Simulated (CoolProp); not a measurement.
Vapour-liquid equilibrium of R152A (1) + isobutene (2) at 333.7 K; x and y are mole fractions of (1).

Model: multi-fluid Helmholtz-energy mixture model, Outcalt 1996 and Lemmon 2005; pair parameters Bell 2016, in CoolProp.

| x | bubble pressure, mixture model (kPa) | bubble pressure, Raoult's law (kPa) | y, mixture model | y, Raoult's law |
|---|---|---|---|---|
| 0.05 | 889.4 | 827.7 | 0.133 | 0.092 |
| 0.125 | 1014 | 882.4 | 0.273 | 0.215 |
| 0.2 | 1117 | 937.1 | 0.372 | 0.324 |
| 0.275 | 1203 | 991.7 | 0.449 | 0.422 |
| 0.35 | 1274 | 1046 | [?] | 0.508 |
| 0.425 | 1335 | 1101 | 0.567 | 0.587 |
| 0.5 | 1387 | 1156 | 0.618 | 0.658 |
| 0.575 | 1430 | 1210 | 0.667 | 0.722 |
| 0.65 | [?] | 1265 | 0.715 | 0.781 |
| 0.725 | [?] | 1320 | [?] | 0.835 |
| 0.8 | 1517 | 1374 | [?] | 0.885 |
| 0.875 | 1528 | 1429 | [?] | 0.931 |
| 0.95 | 1528 | 1484 | 0.948 | 0.973 |

Q: What belongs in the gaps?

A: 
- 0.35, y, mixture model: 0.512
- 0.65, bubble pressure, mixture model (kPa): 1467
- 0.725, bubble pressure, mixture model (kPa): 1496
- 0.725, y, mixture model: 0.766
- 0.8, y, mixture model: 0.820
- 0.875, y, mixture model: 0.880

The largest gap from Raoult's law is +21.8 % in bubble pressure, at x = 0.35. y crosses x between x = 0.875 and 0.95: the model has an azeotrope there.

Pair parameters are fitted to limited data, so mixtures are less certain than the pure fluids.
